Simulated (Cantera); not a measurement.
A Cantera script and what it prints.

```python
import numpy as np
import cantera as ct

gas_names = """
    AL CL2
""".split()
cond_names = """
    ALCL3(s) ALCL3(L)
""".split()


def load(file, names, dense=False):
    # The tables refer to 1 bar. Condensed volumes are neglected.
    table = {s.name: s for s in ct.Species.list_from_file(file)}
    out = []
    for n in names:
        d = dict(table[n].input_data)
        d["thermo"] = dict(d["thermo"], **{"reference-pressure": 1e5})
        if dense:
            d["equation-of-state"] = {"model": "constant-volume", "density": "1e6 g/cm^3"}
        out.append(ct.Species.from_dict(d))
    return out


species = {s.name: s for s in load("nasa_gas.yaml", gas_names) + load("nasa_condensed.yaml", cond_names)}
# Each term lists the table entries of one substance; the one whose range holds T is used.
reactions = {
    '2 Al(g) + 3 Cl2(g) = 2 AlCl3':
        [(-2, ['AL']), (-3, ['CL2']), (2, ['ALCL3(s)', 'ALCL3(L)'])],
}


def pick(names, T):
    return next(species[n] for n in names if species[n].thermo.min_temp <= T <= species[n].thermo.max_temp)


results = []
for label, terms in reactions.items():
    print(label)
    print("     T/K   dH/kJ  dS/(J/K)   dG/kJ   log10 K")
    for T in [398, 423, 448, 473, 498, 523, 548]:
        used = [(nu, pick(names, T)) for nu, names in terms]
        dH = sum(nu * s.thermo.h(T) for nu, s in used) / 1e6
        dS = sum(nu * s.thermo.s(T) for nu, s in used) / 1e3
        dG = dH - T * dS / 1e3
        logK = -dG * 1e6 / (ct.gas_constant * T * np.log(10))
        results.append((label, T, dH, dS, dG, logK, [s.name for _, s in used]))
        print(f"{T:8g} {dH:8.1f} {dS:8.1f} {dG:8.1f} {logK:8.2f}")
```

It prints:

```
2 Al(g) + 3 Cl2(g) = 2 AlCl3
     T/K   dH/kJ  dS/(J/K)   dG/kJ   log10 K
     398  -2066.2   -767.0  -1761.0   231.11
     423  -2064.9   -763.7  -1741.8   215.09
     448  -2063.4   -760.4  -1722.8   200.86
     473  -1990.9   -604.7  -1704.9   188.27
     498  -1988.4   -599.5  -1689.9   177.24
     523  -1985.9   -594.5  -1674.9   167.28
     548  -1983.4   -589.8  -1660.1   158.24
```

Cantera with NASA thermochemical tables; ideal gases at 1 bar, condensed phases pure. Condensed species are held in their standard states even where they would react or evaporate.
